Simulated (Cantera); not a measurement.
An isothermal, constant-pressure homogeneous reactor starts with CO : O2 : H2O : N2 = 0.024 : 0.053 : 0.00019 : 1 (molar parts), equivalence ratio 0.23, at 1523 K and 0.820 bar. Integrator tolerance rtol = 1e-08.

Model: GRI-Mech 3.0 (53 species, 325 reactions), integrated in Cantera.

### Question
What does this change do: temperature 1523 to 1148 K?

### Answer
| quantity | before | after |
|---|---|---|
| x(CO) at 2.00 s | 8.90e-7 (gas-phase equilibrium 8.81e-7) | 1.38e-5 (gas-phase equilibrium 6.20e-10) |
| x(O2) at 2.00 s | 0.0385 (gas-phase equilibrium 0.0382) | 0.0385 (gas-phase equilibrium 0.0385) |
| x(H2O) at 2.00 s | 0.000177 (gas-phase equilibrium 0.000177) | 0.000178 (gas-phase equilibrium 0.000178) |
| x(NO) at 2.00 s | 2.42e-5 (gas-phase equilibrium 0.000639) | 9.37e-7 (gas-phase equilibrium 6.06e-5) |
| x(H) at 2.00 s | 1.32e-9 (gas-phase equilibrium 1.31e-9) | 7.54e-10 (gas-phase equilibrium <1e-12) |
| x(OH) at 2.00 s | 2.78e-6 (gas-phase equilibrium 2.76e-6) | 5.22e-7 (gas-phase equilibrium 4.17e-8) |

### Question
What does this change do: 0.0036 parts H2 added?

### Answer
```
quantity                                             before                                     after
----------------  -----------------------------------------  ----------------------------------------
x(CO) at 2.00 s     8.90e-7 (gas-phase equilibrium 8.81e-7)   8.96e-7 (gas-phase equilibrium 9.00e-7)
x(O2) at 2.00 s       0.0385 (gas-phase equilibrium 0.0382)     0.0367 (gas-phase equilibrium 0.0364)
x(H2O) at 2.00 s  0.000177 (gas-phase equilibrium 0.000177)   0.00355 (gas-phase equilibrium 0.00355)
x(NO) at 2.00 s    2.42e-5 (gas-phase equilibrium 0.000639)  1.10e-5 (gas-phase equilibrium 0.000624)
x(H) at 2.00 s      1.32e-9 (gas-phase equilibrium 1.31e-9)   5.90e-9 (gas-phase equilibrium 5.91e-9)
x(OH) at 2.00 s     2.78e-6 (gas-phase equilibrium 2.76e-6)   1.22e-5 (gas-phase equilibrium 1.22e-5)
```

### Question
What does this change do: 0.0029 parts H2 added?

### Answer
```csv
quantity,before,after
x(CO) at 2.00 s,8.90e-7 (gas-phase equilibrium 8.81e-7),8.92e-7 (gas-phase equilibrium 8.96e-7)
x(O2) at 2.00 s,0.0385 (gas-phase equilibrium 0.0382),0.0371 (gas-phase equilibrium 0.0368)
x(H2O) at 2.00 s,0.000177 (gas-phase equilibrium 0.000177),0.00289 (gas-phase equilibrium 0.00289)
x(NO) at 2.00 s,2.42e-5 (gas-phase equilibrium 0.000639),1.11e-5 (gas-phase equilibrium 0.000627)
x(H) at 2.00 s,1.32e-9 (gas-phase equilibrium 1.31e-9),5.31e-9 (gas-phase equilibrium 5.33e-9)
x(OH) at 2.00 s,2.78e-6 (gas-phase equilibrium 2.76e-6),1.11e-5 (gas-phase equilibrium 1.10e-5)
```
